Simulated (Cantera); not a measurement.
Charge: 1 mol Fe(CO)5, a varied amount of H2, at 1448.15 K and 0.110 bar.

These are equilibrium values from Cantera (NASA tables, ideal gas, pure condensed phases), not measurements of a reactor. Candidate condensed phases: C, C6H6, C7H8, C8H18, Fe, Fe(CO)5, FeO, Fe(OH)2, Fe(OH)3, Fe2O3, Fe3O4, H2O; 114 gas species. The numbers say what is thermodynamically allowed, not how fast it happens.

Q: At 7.3 mol H2, list the 5 most abundant gas species with their mole fractions, and the condensed phases.

A: H2 0.593, CO 0.406, CH4 0.000104, H2O 8.35e-5, CO2 2.41e-5. Condensed: Fe(γ).
